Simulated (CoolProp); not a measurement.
Properties of nitrogen along the isobar 101 kPa.

The numbers come from the reference Helmholtz-energy equation of state, Span 2000 in CoolProp.

```json
[
 {"T (K)": "124", "phase": "gas", "density (kg/m³)": "2.773", "cp (kJ/(kg K))": "1.055", "speed of sound (m/s)": "225.8", "Joule-Thomson coefficient (K/MPa)": "10.84", "conductivity (mW/(m K))": "11.6"},
 {"T (K)": "142.4", "phase": "gas", "density (kg/m³)": "2.406", "cp (kJ/(kg K))": "1.050", "speed of sound (m/s)": "242.5", "Joule-Thomson coefficient (K/MPa)": "8.496", "conductivity (mW/(m K))": "13.3"},
 {"T (K)": "160.8", "phase": "gas", "density (kg/m³)": "2.126", "cp (kJ/(kg K))": "1.047", "speed of sound (m/s)": "258.0", "Joule-Thomson coefficient (K/MPa)": "6.874", "conductivity (mW/(m K))": "15.0"},
 {"T (K)": "179.1", "phase": "gas", "density (kg/m³)": "1.906", "cp (kJ/(kg K))": "1.045", "speed of sound (m/s)": "272.5", "Joule-Thomson coefficient (K/MPa)": "5.692", "conductivity (mW/(m K))": "16.5"},
 {"T (K)": "197.5", "phase": "gas", "density (kg/m³)": "1.727", "cp (kJ/(kg K))": "1.044", "speed of sound (m/s)": "286.3", "Joule-Thomson coefficient (K/MPa)": "4.785", "conductivity (mW/(m K))": "18.1"},
 {"T (K)": "215.9", "phase": "gas", "density (kg/m³)": "1.579", "cp (kJ/(kg K))": "1.043", "speed of sound (m/s)": "299.4", "Joule-Thomson coefficient (K/MPa)": "4.072", "conductivity (mW/(m K))": "19.6"},
 {"T (K)": "234.3", "phase": "gas", "density (kg/m³)": "1.454", "cp (kJ/(kg K))": "1.042", "speed of sound (m/s)": "312.0", "Joule-Thomson coefficient (K/MPa)": "3.496", "conductivity (mW/(m K))": "21.0"},
 {"T (K)": "252.6", "phase": "gas", "density (kg/m³)": "1.348", "cp (kJ/(kg K))": "1.042", "speed of sound (m/s)": "324.0", "Joule-Thomson coefficient (K/MPa)": "3.025", "conductivity (mW/(m K))": "22.5"},
 {"T (K)": "271", "phase": "gas", "density (kg/m³)": "1.256", "cp (kJ/(kg K))": "1.041", "speed of sound (m/s)": "335.6", "Joule-Thomson coefficient (K/MPa)": "2.628", "conductivity (mW/(m K))": "23.8"},
 {"T (K)": "289.4", "phase": "gas", "density (kg/m³)": "1.176", "cp (kJ/(kg K))": "1.041", "speed of sound (m/s)": "346.9", "Joule-Thomson coefficient (K/MPa)": "2.291", "conductivity (mW/(m K))": "25.2"}
]
```

Thermal conductivity comes from a separate model (Lemmon 2004).
